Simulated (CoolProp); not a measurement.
Properties of sulfur hexafluoride along the isobar 19900 kPa.

The numbers come from the reference Helmholtz-energy equation of state, Guder 2009 in CoolProp.

| T (K) | phase | Z | cv (kJ/(kg K)) | viscosity (µPa s) | conductivity (mW/(m K)) |
|---|---|---|---|---|---|
| 269.7 | liquid | 0.7443 | ? | 296 | ? |
| 304.3 | liquid | 0.7224 | 0.6645 | 201 | 70.1 |
| 339 | supercritical | 0.7232 | ? | 143 | ? |
| 373.7 | supercritical | 0.7472 | 0.7502 | 104 | 59.3 |
| 408.3 | supercritical | 0.7914 | 0.7832 | 79.4 | ? |
| 443 | supercritical | 0.8466 | 0.8102 | 63.6 | 52.8 |
| 477.7 | supercritical | ? | 0.8329 | 54.3 | 50.2 |
| 512.3 | supercritical | ? | 0.8524 | 48.8 | 50.2 |
| 547 | supercritical | 0.9866 | 0.8694 | ? | 51.2 |
| 581.7 | supercritical | 1.017 | 0.8843 | 43.4 | 52.7 |

**Question.** What belongs in the gaps?

**Answer.** 
- 269.7, cv (kJ/(kg K)): 0.6129
- 269.7, conductivity (mW/(m K)): 77.0
- 339, cv (kJ/(kg K)): 0.7105
- 339, conductivity (mW/(m K)): 64.1
- 408.3, conductivity (mW/(m K)): 55.6
- 477.7, Z: 0.9009
- 512.3, Z: 0.9480
- 547, viscosity (µPa s): 45.5

Viscosity comes from a separate model (Quiñones-Cisneros 2012). Thermal conductivity comes from a separate model (Assael 2012).
